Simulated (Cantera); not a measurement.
An isothermal, constant-pressure homogeneous reactor starts with 99.4 % N2O, 0.557 % H2O, at 1125 K and 1.00 atm.

Computed with Cantera and GRI-Mech 3.0 (53 species, 325 reactions). GRI-Mech 3.0 was tuned for natural gas; its chemistry of N2O as a main component is partial and can be far from experiment. The mechanism lacks the step 2 NO + O2 → 2 NO2, which can matter for NO2 below about 1400 K. The temperature is held fixed by assumption; the heat of reaction is taken as removed at once.

x: mole fraction; the columns are a selection and need not sum to one.

```
t (s)     x N2O    x H2O      x H2    x H2O2      x NO
--------  -----  -------  --------  --------  --------
1.00e-5   0.994  0.00557    <1e-12    <1e-12   4.42e-8
2.39e-5   0.994  0.00557    <1e-12    <1e-12   1.66e-7
5.72e-5   0.994  0.00557    <1e-12    <1e-12   4.96e-7
0.000137  0.994  0.00557    <1e-12    <1e-12   1.29e-6
0.000327  0.994  0.00557  6.29e-12  5.31e-12   3.20e-6
0.000782  0.994  0.00557  5.36e-11  1.45e-10   7.74e-6
0.00187   0.994  0.00557  2.92e-10         ?   1.84e-5
0.00447   0.994  0.00557   1.06e-9         ?   4.26e-5
0.0107    0.992  0.00556   2.63e-9         ?   9.50e-5
0.0256    0.989  0.00556   4.08e-9         ?  0.000213
0.0612    0.982  0.00555   3.65e-9         ?  0.000496
0.146     0.966  0.00552   2.20e-9   3.92e-9   0.00120
0.350     0.929  0.00545   1.61e-9   4.20e-9   0.00288
0.836     0.849  0.00530   1.32e-9   4.39e-9   0.00650
2.00      0.694  0.00501   1.07e-9   4.07e-9    0.0132
```

Problem. Some entries are withheld; supply them.

Solution. 
- 0.00187, x H2O2: 2.70e-9
- 0.00447, x H2O2: 1.34e-8
- 0.0107, x H2O2: 1.19e-8
- 0.0256, x H2O2: 6.37e-9
- 0.0612, x H2O2: 4.35e-9
